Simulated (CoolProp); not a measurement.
Vapour-liquid equilibrium of CHF3 (R23) (1) + R22 (2) at 238.3 K; x and y are mole fractions of (1).

The numbers come from the multi-fluid Helmholtz-energy mixture model, Penoncello 2003 and Kamei 1995; pair parameters Bell 2016 in CoolProp.

```
x     bubble pressure, mixture model (MPa)  bubble pressure, Raoult's law (MPa)  y, mixture model  y, Raoult's law
----  ------------------------------------  -----------------------------------  ----------------  ---------------
0.05                                0.1765                               0.1688             0.273            0.252
0.2                                 0.3011                               0.2766             0.623            0.616
0.35                                0.4153                               0.3844             0.764            0.775
0.5                                 0.5196                               0.4922             0.844            0.865
0.65                                0.6173                               0.6000             0.898            0.922
0.8                                 0.7137                               0.7078             0.943            0.962
0.95                                0.8152                               0.8156             0.985            0.992
```

The largest gap from Raoult's law is +8.9 % in bubble pressure, at x = 0.2. No azeotrope shows between x = 0.05 and 0.95.

Pair parameters are fitted to limited data, so mixtures are less certain than the pure fluids.
